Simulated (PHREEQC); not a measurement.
Dissolve 0.0049 mol (NH4)2SiF6 and 0.067 mol (NH4)2SO4 per kg of water at 20 °C. Closed to the air; pH follows from the charge balance.

Equilibrium calculation in PHREEQC: ion-association model, wateq4f.dat.

### Question
The ionic strength comes out as 0.171 mol/kgw. What activity coefficients do F-, NH4+, H+, SO4-2, HF2- get?

### Answer
F- 0.72, NH4+ 0.76, H+ 0.81, SO4-2 0.31, HF2- 0.72.

Precipitation was switched off in this run. Saturation is exceeded, for instance for Quartz (slow to form), Chalcedony (slow to form); the values hold only as long as no solid forms. SiF6-2 is the database's only silicon fluoride.
